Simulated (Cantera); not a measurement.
## Adiabatic ignition

An adiabatic, constant-volume homogeneous reactor starts with 9.69 % CO, 0.174 % H2, 7.85 % CH4, 17.3 % O2, 65.0 % N2, at 1000 K and 4.05 atm.

Computed with Cantera and GRI-Mech 3.0 (53 species, 325 reactions).

| t (s) | T (K) | P (bar) | x CO | x H2 | x CH4 | x CH2O | x C2H6 |
|---|---|---|---|---|---|---|---|
| 8.00e-6 | 1000 | 4.10 | 0.0969 | 0.00174 | 0.0785 | 3.59e-12 | <1e-12 |
| 3.71e-5 | 1000 | 4.10 | 0.0969 | 0.00174 | 0.0785 | 8.84e-11 | <1e-12 |
| 0.000172 | 1000 | 4.10 | 0.0969 | 0.00174 | 0.0785 | 2.01e-9 | 2.78e-11 |
| 0.000800 | 1000 | 4.10 | 0.0969 | 0.00174 | 0.0785 | 4.93e-8 | 3.42e-9 |
| 0.00371 | 1000 | 4.10 | 0.0969 | 0.00174 | 0.0785 | 1.28e-6 | 3.58e-7 |
| 0.0172 | 1000 | 4.10 | 0.0969 | 0.00174 | 0.0785 | 1.25e-5 | 5.11e-6 |
| 0.0800 | 1003 | 4.11 | 0.0968 | 0.00170 | 0.0784 | 7.28e-5 | 3.61e-5 |
| 0.371 | 1142 | 4.68 | 0.0952 | 0.00267 | 0.0697 | 0.00146 | 0.00121 |
| 1.72 | 2905 | 12.0 | 0.0783 | 0.0153 | <1e-12 | 5.77e-9 | <1e-12 |
| 8.00 | 2905 | 12.0 | 0.0783 | 0.0153 | <1e-12 | 5.77e-9 | <1e-12 |
x: mole fraction; the columns are a selection and need not sum to one.

```
Quantity                                                           Value
---------------------------------  -------------------------------------
time of steepest temperature rise                                0.374 s
temperature at 8.00 s                                             2905 K
equilibrium temperature                                           2905 K
x(CO) at 8.00 s                    0.0783 (gas-phase equilibrium 0.0783)
x(H2) at 8.00 s                    0.0153 (gas-phase equilibrium 0.0153)
x(CH4) at 8.00 s                   <1e-12 (gas-phase equilibrium <1e-12)
```
